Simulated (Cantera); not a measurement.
A closed system holds: 1 mol SiH4, 1.4 mol NO, 120 mol N2, equilibrated at 1123.15 K and 1.00 bar.

These are equilibrium values from Cantera (NASA tables, ideal gas, pure condensed phases), not measurements of a reactor. Candidate condensed phases: H2O, Si, SiO2, Si2N2O, Si3N4; 35 gas species. Mutual solubility and eutectic melting of coexisting phases are not modelled. Rates play no part.

Base state: N2 0.984, H2 0.0163 (mole fractions); condensed: SiO2(β-quartz) + Si2N2O(s).

Question: What changes in the equilibrium state with this change: NO from 1.4 to 20 mol?

Answer: 
| species | before | after |
|---|---|---|
| N2 | 0.984 | 0.929 |
| O2 | <1e-9 | 0.0571 |
| H2O | 4.21e-6 | 0.0143 |
| H2 | 0.0163 | <1e-9 |
| NO | <1e-9 | 5.91e-5 |
| SiO2(β-quartz), mol | 0.600 | 1.00 |
| Si2N2O(s), mol | 0.200 | 0 |
